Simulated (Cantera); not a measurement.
Cantera run, input and output.

```python
import numpy as np
import cantera as ct

gas = ct.Solution("gri30.yaml")
gas.TPX = 1198, 130000, {'CH4': 1, 'O2': 2.15, 'N2': 8.09, 'H2O': 0.25}
reactor = ct.IdealGasConstPressureReactor(gas, energy="on", clone=False)
net = ct.ReactorNet([reactor])
net.rtol, net.atol = 1e-08, 1e-16
show = ['CH4', 'O2', 'H2O', 'CH2O', 'CO2', 'NO']
times = np.geomspace(1e-05, 1, 15)

steps = ct.SolutionArray(gas, extra=["t"])
rows = []
print(f"{'t/s':>10s}{'T/K':>9s}{'P/Pa':>11s}" + "".join(f"{s:>11s}" for s in show))
for t in times:
    while net.time < t:
        t_next = net.step()
        steps.append(gas.state, t=t_next)
    rows.append([np.interp(t, steps.t, y) for y in (steps.T, steps.P, *steps(*show).X.T)])
    print(f"{t:10.3e}{rows[-1][0]:9.1f}{rows[-1][1]:11.4g}" + "".join(f"{x:11.3e}" for x in rows[-1][2:]))
rate = np.gradient(steps.T, steps.t)
print("integrator steps:", len(steps.t))
if steps.T.max() > steps.T[0] + 200:
    print(f"time of steepest temperature rise: {steps.t[rate.argmax()]:.4e} s")
gas.TPX = 1198, 130000, {'CH4': 1, 'O2': 2.15, 'N2': 8.09, 'H2O': 0.25}
gas.equilibrate("HP")
print(f"equilibrium (HP): T = {gas.T:.1f} K  " + "  ".join(f"{s} {gas[s].X[0]:.3e}" for s in show))
```

Output:

```
       t/s      T/K       P/Pa        CH4         O2        H2O       CH2O        CO2         NO
 1.000e-05   1198.0    1.3e+05  8.703e-02  1.871e-01  2.176e-02  6.479e-11  3.713e-17  1.161e-21
 2.276e-05   1198.0    1.3e+05  8.703e-02  1.871e-01  2.176e-02  3.408e-10  3.725e-16  4.052e-21
 5.179e-05   1198.0    1.3e+05  8.703e-02  1.871e-01  2.176e-02  1.813e-09  4.268e-15  1.579e-20
 1.179e-04   1198.0    1.3e+05  8.703e-02  1.871e-01  2.176e-02  9.871e-09  5.477e-14  7.109e-20
 2.683e-04   1198.0    1.3e+05  8.703e-02  1.871e-01  2.176e-02  5.779e-08  8.400e-13  3.742e-19
 6.105e-04   1198.0    1.3e+05  8.703e-02  1.871e-01  2.176e-02  3.929e-07  1.678e-11  2.403e-18
 1.389e-03   1198.0    1.3e+05  8.702e-02  1.871e-01  2.176e-02  3.158e-06  4.334e-10  1.924e-17
 3.162e-03   1198.1    1.3e+05  8.699e-02  1.871e-01  2.178e-02  1.954e-05  6.210e-09  1.276e-16
 7.197e-03   1198.6    1.3e+05  8.689e-02  1.870e-01  2.186e-02  7.345e-05  3.521e-08  5.524e-16
 1.638e-02   1200.9    1.3e+05  8.643e-02  1.867e-01  2.222e-02  2.651e-04  2.764e-07  3.180e-15
 3.728e-02   1288.4    1.3e+05  7.243e-02  1.745e-01  3.603e-02  2.804e-03  1.363e-04  2.677e-12
 8.483e-02   2586.8    1.3e+05  3.571e-16  2.078e-02  1.738e-01  1.095e-10  6.292e-02  7.836e-03
 1.931e-01   2586.8    1.3e+05  3.571e-16  2.078e-02  1.738e-01  1.095e-10  6.292e-02  7.836e-03
 4.394e-01   2586.8    1.3e+05  3.571e-16  2.078e-02  1.738e-01  1.095e-10  6.292e-02  7.836e-03
 1.000e+00   2586.8    1.3e+05  3.571e-16  2.078e-02  1.738e-01  1.095e-10  6.292e-02  7.836e-03
integrator steps: 2456
time of steepest temperature rise: 3.8081e-02 s
equilibrium (HP): T = 2586.8 K  CH4 4.713e-16  O2 2.078e-02  H2O 1.738e-01  CH2O 1.095e-10  CO2 6.292e-02  NO 7.836e-03
```

Computed with Cantera and GRI-Mech 3.0 (53 species, 325 reactions).
